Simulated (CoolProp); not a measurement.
The fluoroketone C6F12O (FK-5-1-12) along the isobar 0.916 MPa: fugacity coefficient from the reference equation and from simpler models built on Tc = 168.7 °C, pc = 1.869 MPa, ω = 0.471; each cubic takes its own stable root.

The numbers come from the reference Helmholtz-energy equation of state, McLinden 2015 in CoolProp.

```
T (°C)   phase  reference  van der Waals  Redlich-Kwong  Soave-Redlich-Kwong  Peng-Robinson
------  ------  ---------  -------------  -------------  -------------------  -------------
61.55   liquid     0.1633         0.5263         0.3121               0.1661         0.1635
78.05   liquid     0.2569         0.6318         0.4250               0.2621         0.2567
94.65   liquid     0.3812         0.7437         0.5561               0.3899         0.3806
111.15  liquid     0.5354         0.7960         0.7001               0.5478         0.5339
127.65  liquid     0.7174         0.8162         0.7835               0.7322         0.7132
144.25     gas     0.7936         0.8337         0.8079               0.7986         0.7833
160.75     gas     0.8222         0.8489         0.8285               0.8258         0.8106
177.25     gas     0.8458         0.8622         0.8463               0.8489         0.8339
193.75     gas     0.8654         0.8740         0.8617               0.8688         0.8540
210.35     gas     0.8821         0.8846         0.8753               0.8861         0.8715
226.85     gas     0.8964         0.8939         0.8872               0.9010         0.8868
```

At some of these states van der Waals, Redlich-Kwong gives the other phase, because its saturation line lies elsewhere.
